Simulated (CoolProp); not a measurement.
The numbers come from the reference Helmholtz-energy equation of state, Fiedler 2023 in CoolProp.

### Question
Give the vapour pressure (kPa), liquid density (kg/m³), vapour density (kg/m³), enthalpy of vaporisation (kJ/kg) of saturated tetrahydrofuran at -7.95, 27.75, 116.95 °C.

### Answer
| T (°C) | p (kPa) | liquid density (kg/m³) | vapour density (kg/m³) | enthalpy of vaporisation (kJ/kg) |
|---|---|---|---|---|
| -7.95 | 4.10 | 918 | 0.134 | 469 |
| 27.75 | 24.4 | 879 | 0.709 | 444 |
| 116.95 | 414 | 773 | 10.0 | 375 |
